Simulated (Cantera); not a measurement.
What does this Cantera script print?

```python
import numpy as np
import cantera as ct

gas = ct.Solution("gri30.yaml")


def delay(T, t_max=10):
    gas.TPX = T, 900000, {'CH4': 1, 'O2': 1.82, 'N2': 6.84}
    reactor = ct.IdealGasConstPressureReactor(gas, clone=False)
    net = ct.ReactorNet([reactor])
    net.rtol, net.atol = 1e-8, 1e-16
    while net.time < t_max:
        t_old, T_old = net.time, reactor.T
        net.step()
        if reactor.T > T + 400:  # ignition: a rise of 400 K
            return t_old + (T + 400 - T_old) / (reactor.T - T_old) * (net.time - t_old)
    return np.nan


taus = []
for T in [1275, 1375, 1475, 1575, 1675, 1775, 1875, 1975, 2075]:
    taus.append(delay(T))
    print(f"T0 = {T:6g} K   tau = {taus[-1]:.4e} s")
```

It prints:

```
T0 =   1275 K   tau = 2.2753e-03 s
T0 =   1375 K   tau = 7.5332e-04 s
T0 =   1475 K   tau = 2.7219e-04 s
T0 =   1575 K   tau = 1.0646e-04 s
T0 =   1675 K   tau = 4.5263e-05 s
T0 =   1775 K   tau = 2.1096e-05 s
T0 =   1875 K   tau = 1.0801e-05 s
T0 =   1975 K   tau = 6.0316e-06 s
T0 =   2075 K   tau = 3.6303e-06 s
```

Detailed kinetics in Cantera: GRI-Mech 3.0 (53 species, 325 reactions).
